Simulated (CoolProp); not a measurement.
Saturation properties of carbon dioxide (Tc = 304.1 K, pc = 7.377 MPa, ω = 0.224).

The numbers come from the reference Helmholtz-energy equation of state, Span 1996 in CoolProp.

```tsv
T (K)	p (MPa)	enthalpy of vaporisation (kJ/kg)	vapour Z	liquid viscosity (µPa s)
236.7	1.142	315.9	0.8612	182
240.5	1.305	308.7	0.8477	171
244.4	1.489	301.0	0.8330	161
248.2	1.685	293.2	0.8178	151
252.1	1.907	284.8	0.8012	142
255.9	2.142	276.2	0.7841	134
259.8	2.405	267.0	0.7654	125
263.6	2.683	257.5	0.7461	118
267.5	2.992	247.1	0.7249	111
271.3	3.318	236.4	0.7029	104
275.1	…	224.9	0.6793	…
279	…	212.1	0.6531	…
282.8	4.463	198.5	0.6254	84.1
286.7	4.912	182.9	0.5940	77.7
```

Q: Complete the blanks.

A: 
- 275.1, p (MPa): 3.668
- 275.1, liquid viscosity (µPa s): 97.0
- 279, p (MPa): 4.057
- 279, liquid viscosity (µPa s): 90.4

Viscosity comes from a separate model (Laesecke 2017).
